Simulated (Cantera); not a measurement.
A Cantera script and what it prints.

```python
import numpy as np
import cantera as ct

gas_names = [...]  # 92 gases of nasa_gas.yaml made of C, H, N
cond_names = """
    C(gr) C6H6(L) C7H8(L) C8H18(L),n-octa
""".split()


# ... load() reads the species with a 1 bar reference pressure and builds the phases ...
atoms = {
    'C3H8': {'C': 3, 'H': 8},
    'H2': {'H': 2},
    'N2': {'N': 2},
}
top_T = {'C(gr)': 4500}  # K; cautious upper limits of use, not melting points


# ... equilibrate(T, P, feed) seeds the gas with the atoms and calls Mixture.equilibrate('TP', solver="vcs", rtol=1e-11, max_steps=5000) ...
results = []
feed = {'C3H8': 1, 'H2': 23, 'N2': 17}  # mol
P = 13332.2  # Pa
for T in [1973, 2073, 2173, 2273, 2373, 2473, 2573, 2673, 2773]:
    mix = equilibrate(T, P, feed)
    results.append((T, P, feed, dict(zip(mix.species_names, mix.species_moles))))

top = {s: max(r[3][s] / sum(r[3][g] for g in gas_names) for r in results) for s in gas_names}
cols = sorted((s for s in top if top[s] > 0.001), key=lambda s: -top[s])[:8]
seen = [c for c in cond_names if any(r[3].get(c, 0) > 1e-12 for r in results)]
print("log10 of partial pressures in bar; condensed amounts in mol")
print(f"{'T/K':>10s}" + "".join(f"{s[:9]:>10s}" for s in cols + seen))
for T, P, feed, n in results:
    ng = sum(n[g] for g in gas_names)
    print(f"{T:10.4g}" + "".join(f"{np.log10(max(n[s] / ng * P / 1e5, 1e-99)):10.3f}" for s in cols)
          + "".join(f"{n.get(c, 0):10.4g}" for c in seen))
```

Output:

```
log10 of partial pressures in bar; condensed amounts in mol
       T/K        H2        N2         H       HCN C2H2,acet       HNC     C(gr)
      1973    -1.092    -1.293    -3.416    -3.070    -4.285    -4.337     2.668
      2073    -1.094    -1.295    -3.127    -2.906    -4.006    -4.096     2.496
      2173    -1.099    -1.298    -2.866    -2.758    -3.755    -3.878     2.259
      2273    -1.106    -1.303    -2.629    -2.626    -3.530    -3.683     1.943
      2373    -1.116    -1.309    -2.413    -2.508    -3.327    -3.507     1.534
      2473    -1.131    -1.318    -2.217    -2.404    -3.147    -3.349     1.017
      2573    -1.151    -1.328    -2.040    -2.312    -2.987    -3.209    0.3824
      2673    -1.175    -1.339    -1.878    -2.273    -2.929    -3.124         0
      2773    -1.203    -1.349    -1.730    -2.284    -2.969    -3.093         0
```

Equilibrium computed with Cantera from the NASA thermochemical tables; the gas is ideal and each condensed phase is pure.
